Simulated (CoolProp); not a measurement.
A single-stage vapour-compression cycle with R124: evaporating at 246.15 K (dew point), condensing at 299.15 K (bubble point), superheat 2 K, subcooling 8 K, compressor efficiency 0.9, no pressure losses. Each further row changes one setting.

Model: reference Helmholtz-energy equation of state, de Vries 1995, in CoolProp.

| case | cooling COP | pressure ratio | discharge temperature (K) | refrigerating effect (kJ/kg) | volumetric capacity (kJ/m³) |
|---|---|---|---|---|---|
| as stated | 3.53 | 7.65 | 306.7 | 126 | 440 |
| evaporating temperature 251.15 K | 4.07 | 6.05 | 305.5 | 129 | 561 |
| condensing temperature 294.15 K | 4.00 | 6.55 | 301.8 | 131 | 459 |
| subcooling 13 K | 3.68 | 7.65 | 306.7 | 131 | 459 |
| superheat 12 K | 3.56 | 7.65 | 317.1 | 132 | 444 |
| compressor efficiency 0.8 | 3.13 | 7.65 | 312.2 | 126 | 440 |
